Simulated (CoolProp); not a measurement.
The fluid at 293.15 K and 0.332 MPa expands adiabatically to 0.0281 MPa with isentropic efficiency 0.8. The same conditions are run with several fluids, on thermodynamics alone (safety and materials aside).

Model: reference Helmholtz-energy equation of state of each fluid (carbonyl sulfide: Lemmon 2006; R22: Kamei 1995; fluoroethane (R161): Wu 2012; R115: Lemmon 2016; R134a: Tillner-Roth 1994), in CoolProp.

Question: Rank carbonyl sulfide, R22, fluoroethane (R161), R115, R134a by work (kJ/kg), highest first.

Answer: fluoroethane (R161) (80.4), carbonyl sulfide (61.4), R22 (44.4), R134a (39.5), R115 (27.2)

| fluid | final temperature (K) | final phase | final density (kg/m³) |
|---|---|---|---|
| carbonyl sulfide | 198.7 | two-phase, vapour fraction 0.985 | 1.05 |
| R22 | 211.5 | gas | 1.40 |
| fluoroethane (R161) | 213.5 | gas | 0.770 |
| R115 | 248.2 | gas | 2.12 |
| R134a | 234.6 | gas | 1.49 |
